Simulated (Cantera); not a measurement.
Feed: 1 mol ZrN, 0.016 mol H₂, held at 2627 °C and 1.40 Pa.

These are equilibrium values from Cantera (NASA tables, ideal gas, pure condensed phases), not measurements of a reactor. Candidate condensed phases: Zr, ZrN; 11 gas species. Rates play no part.

Base state: Zr 0.652, N₂ 0.326, H 0.0209, N 0.00109 (mole fractions); condensed: gas only.

What changes in the equilibrium state with this change: pressure from 1.40 Pa to 22000 Pa?


| species | before | after |
|---|---|---|
| H₂ | 4.62e-7 | 0.781 |
| H | 0.0209 | 0.217 |
| N₂ | 0.326 | 0.00153 |
| Zr | 0.652 | 0.000570 |
| N | 0.00109 | 5.95e-7 |
| ZrN(s), mol | 0 | 1.000 |
ZrN: taken at fixed stoichiometry.

What changes in the equilibrium state with this change: temperature from 2627 °C to 1800 °C?


```tsv
species	before	after
H₂	4.62e-7	0.501
H	0.0209	0.498
Zr	0.652	0.000430
N₂	0.326	0.000215
N	0.00109	9.79e-9
ZrN(s), mol	0	1.000
```
ZrN: taken at fixed stoichiometry.

What changes in the equilibrium state with this change: H₂ from 0.016 to 3.2 mol?


| species | before | after |
|---|---|---|
| H | 0.0209 | 0.809 |
| Zr | 0.652 | 0.127 |
| N₂ | 0.326 | 0.0631 |
| H₂ | 4.62e-7 | 0.000694 |
| N | 0.00109 | 0.000480 |
